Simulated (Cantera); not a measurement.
Feed: 1 mol SiCl4, 0.3 mol O2, held at 2.48 Torr.

Method: chemical equilibrium by Gibbs-energy minimisation in Cantera with the NASA 1993 tables (ideal gas, pure condensed phases). Candidate condensed phases: Si, SiO2; 15 gas species. Rates play no part. All values below are at 950 K.

Base state: SiCl4 0.538, Cl2 0.460, Cl 0.00209 (mole fractions); condensed: SiO2(β-quartz).

Problem. What changes in the equilibrium state with this change: pressure from 2.48 Torr to 18.8 Torr?

Solution. 
| species | before | after |
|---|---|---|
| SiCl4 | 0.538 | 0.538 |
| Cl2 | 0.460 | 0.461 |
| Cl | 0.00209 | 0.000760 |
| SiO2(β-quartz), mol | 0.300 | 0.300 |
